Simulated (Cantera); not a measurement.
A closed system holds: 1 mol borazine, 0.64 mol NH3, 0.3 mol H2, equilibrated at 25.0 Pa.

Cantera equilibrium calculation (NASA polynomials, part measured and part estimated; ideal gas, pure solids and liquids). Candidate condensed phases: B, BN; 15 gas species. The feed counts by its element totals alone. The tables' values for BH2 are old estimates; treat these amounts as uncertain. Equilibrium is a limit: real reactors are often held back by kinetics, nucleation or transport. All values below are at 2125 °C.

Base state: H 0.464, H2 0.217, N2 0.192, B 0.125, BH2 0.000642, BH 0.000621, BN 0.000397, B2 1.57e-5 (mole fractions); condensed: B(l).

Problem. What changes in the equilibrium state with this change: borazine replaced by B2H6?

Solution. 
| species | before | after |
|---|---|---|
| H | 0.464 | 0.539 |
| H2 | 0.217 | 0.292 |
| B | 0.125 | 0.125 |
| N2 | 0.192 | 0.0422 |
| BN | 0.000397 | 0.000186 |
| BH2 | 0.000642 | 0.000865 |
| BH | 0.000621 | 0.000721 |
| B2 | 1.57e-5 | 1.57e-5 |
| B(l), mol | 1.80 | 1.04 |
